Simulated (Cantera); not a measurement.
Charge: 1 mol PbO, 0.073 mol H2, 0.55 mol CH4, at 0.0100 bar.

Equilibrium computed with Cantera from the NASA thermochemical tables; the gas is ideal and each condensed phase is pure. Candidate condensed phases: C, C6H6, C7H8, C8H18, H2O, Pb, PbO, PbO2, Pb3O4; 113 gas species. Rates play no part.

x: gas mole fraction; n: condensed amount in mol.

| T (°C) | x H2 | x Pb | x CO | x H2O | x CO2 | n Pb(l) |
|---|---|---|---|---|---|---|
| 477 | 0.571 | 9.48e-7 | 0.149 | 0.105 | 0.168 | 1.000 |
| 577 | 0.552 | 3.18e-5 | 0.186 | 0.129 | 0.133 | 1.000 |
| 677 | 0.528 | 0.000503 | 0.210 | 0.152 | 0.109 | 0.999 |
| 777 | 0.508 | … | 0.228 | 0.170 | … | 0.992 |
| 877 | 0.481 | 0.0290 | 0.236 | 0.180 | 0.0740 | 0.949 |
| 977 | 0.420 | 0.134 | 0.220 | 0.170 | 0.0567 | 0.734 |
| 1077 | 0.302 | 0.367 | 0.166 | 0.129 | … | 0 |
| 1177 | 0.298 | 0.367 | 0.170 | 0.133 | 0.0320 | 0 |
| 1277 | 0.294 | 0.367 | 0.173 | 0.136 | 0.0287 | 0 |

Problem. What belongs in the gaps?

Solution. 
- 777, x Pb: 0.00465
- 777, x CO2: 0.0899
- 1077, x CO2: 0.0361
